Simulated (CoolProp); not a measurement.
n-heptane at 298.15 K and 0.127 MPa flows at 2.4 m/s in a round tube of 12.7 mm bore and 0.25 µm roughness, fully developed (64/Re and Nu = 3.66 if laminar; Colebrook and Gnielinski if turbulent). Each further row changes one setting.

The numbers come from the reference Helmholtz-energy equation of state, Span 2003 in CoolProp. It is a short technical equation, of lower accuracy than the large ones.

```json
[
 {"case": "as stated", "Reynolds number": "53100", "Darcy friction factor": "0.0207", "pressure drop (Pa/m)": "3190", "heat-transfer coefficient (W/(m² K))": "3370", "mass flow (kg/h)": "744"},
 {"case": "velocity 4.8 m/s", "Reynolds number": "106000", "Darcy friction factor": "0.0179", "pressure drop (Pa/m)": "11000", "heat-transfer coefficient (W/(m² K))": "6150", "mass flow (kg/h)": "1490"},
 {"case": "diameter 25.4 mm", "Reynolds number": "106000", "Darcy friction factor": "0.0178", "pressure drop (Pa/m)": "1370", "heat-transfer coefficient (W/(m² K))": "3070", "mass flow (kg/h)": "2980"}
]
```

Viscosity comes from a separate model (Michailidou 2014). Thermal conductivity comes from a separate model (Assael 2013).
